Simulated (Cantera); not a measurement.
**Premixed flame**

A freely propagating, adiabatic, planar premixed flame of C3H8 : O2 : N2 = 1 : 4.17 : 16.7 (molar parts), equivalence ratio 1.2, unburnt at 400 K and 0.434 atm; multicomponent transport, grid criteria slope 0.08 and curve 0.16, no radiation.

Detailed kinetics in Cantera: GRI-Mech 3.0 (53 species, 325 reactions). GRI-Mech 3.0 was tuned for natural gas; its chemistry of propane as a main component is partial and can be far from experiment. Burning velocities carry a grid error of a few per cent, more on coarse grids.

| z (mm) | T (K) | u (m/s) | x C3H8 | x O2 | x H2 | x CH2CO | x NO2 | x NO |
|---|---|---|---|---|---|---|---|---|
| -1.95 | 400 | 0.814 | 0.0457 | 0.190 | 0.00109 | <1e-8 | <1e-8 | <1e-8 |
| -1.30 | 401 | 0.818 | 0.0456 | 0.190 | 0.00351 | 3.82e-8 | <1e-8 | <1e-8 |
| -0.976 | 406 | 0.830 | 0.0454 | 0.189 | 0.00688 | 4.24e-7 | <1e-8 | 1.41e-8 |
| -0.650 | 453 | 0.937 | 0.0448 | 0.183 | 0.0143 | 9.75e-6 | 5.05e-8 | 1.62e-7 |
| -0.325 | 851 | 1.82 | 0.0338 | 0.146 | 0.0272 | 0.000287 | 7.36e-8 | 2.19e-6 |
| -0.163 | 1271 | 2.82 | 0.0123 | 0.102 | 0.0335 | 0.00101 | 2.89e-8 | 5.32e-6 |
| 0 | 1659 | 3.77 | 0.000478 | 0.0554 | 0.0343 | 0.00109 | <1e-8 | 1.10e-5 |
| 0.163 | 1844 | 4.21 | 8.78e-7 | 0.0272 | 0.0291 | 0.000235 | <1e-8 | 1.96e-5 |
| 0.325 | 1896 | 4.31 | <1e-8 | 0.0152 | 0.0251 | 1.83e-5 | <1e-8 | 2.69e-5 |
| 0.650 | 1926 | 4.36 | <1e-8 | 0.00866 | 0.0240 | 5.30e-8 | <1e-8 | 3.34e-5 |
| 1.30 | 1957 | 4.41 | <1e-8 | 0.00662 | 0.0247 | <1e-8 | <1e-8 | 3.73e-5 |
| 2.60 | 1995 | 4.48 | <1e-8 | 0.00549 | 0.0244 | <1e-8 | <1e-8 | 4.14e-5 |
| 5.20 | 2045 | 4.58 | <1e-8 | 0.00417 | 0.0235 | <1e-8 | <1e-8 | 4.79e-5 |
x: mole fraction of selected species; z is measured from the peak of heat release.

- laminar burning velocity: 81.3 cm/s
- thermal thickness: 0.650 mm
- peak x(H2): 0.0350
- peak x(CH2CO): 0.00130
- grid points: 148
